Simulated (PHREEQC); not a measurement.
0.013 g of hydrous ferric oxide (600 m²/g; 0.2 weak and 0.005 strong sites per Fe, Dzombak-Morel constants, diffuse double layer) in 1 kg of water with 0.1 mol/kgw of an inert sodium salt and 5e-08 mol ZnCl2, at 25 °C; the pH is set by adding NaOH or the inert anion's acid. Oxygen is held at 0.21 atm. The system is closed to CO2. Precipitation was switched off in this run.

Base run: PHREEQC, ion-association model, wateq4f.dat. Each further column changes one thing. The table gives Zn sorbed (%).

```csv
pH,base,background salt from 0.1 to 0.01 mol/kgw,oxide from 0.013 to 0.065 g/kgw,1.4e-05 mol/kgw NaH2PO4 added
4,0.0,0.0,0.0,0.0
5.12,0.1,0.1,0.7,0.2
5.88,3.0,3.0,13.4,6.7
7,73.1,77.3,93.4,89.6
8.12,99.6,99.7,99.9,99.8
8.88,99.9,100.0,100.0,99.9
10,99.9,99.9,100.0,99.9
```

 H3PO4, which wateq4f.dat lacks, is added to it with the constant of phreeqc.dat. The database has no phosphate complexes of Zn.
